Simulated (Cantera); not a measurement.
An isothermal, constant-pressure homogeneous reactor starts with 5.77 % H₂, 5.89 % O₂, 88.3 % N₂, equivalence ratio 0.49, at 1073 K and 1.00 bar.

Computed with Cantera and the H2/O2 subset of GRI-Mech 3.0, which has no nitrogen chemistry. The temperature is held fixed by assumption; the heat of reaction is taken as removed at once.

x: mole fraction; the columns are a selection and need not sum to one.

```csv
t (s),x H₂,x O₂,x OH,x O,x H₂O,x H₂O₂
6.00e-6,0.0577,0.0589,5.42e-12,1.02e-11,1.39e-11,<1e-12
4.13e-5,0.0577,0.0589,1.34e-10,3.21e-10,1.94e-9,2.24e-12
0.000284,0.0566,0.0584,4.70e-5,7.79e-5,0.000891,7.12e-7
0.00195,0.000534,0.0312,2.90e-5,1.52e-5,0.0589,1.51e-6
0.0134,7.61e-5,0.0310,5.09e-6,7.51e-7,0.0593,2.09e-7
0.0923,(withheld),0.0309,(withheld),(withheld),0.0594,(withheld)
0.634,2.13e-9,0.0309,6.80e-7,2.33e-9,0.0594,7.25e-10
4.36,3.00e-10,0.0309,2.91e-7,4.28e-10,0.0594,1.36e-10
30.0,2.26e-10,0.0309,(withheld),2.21e-10,0.0594,7.05e-11
```

Q: What belongs in the gaps?

A: 
- 0.0923, x H₂: 3.28e-6
- 0.0923, x OH: 1.49e-6
- 0.0923, x O: 2.12e-8
- 0.0923, x H₂O₂: 4.16e-9
- 30.0, x OH: 2.08e-7
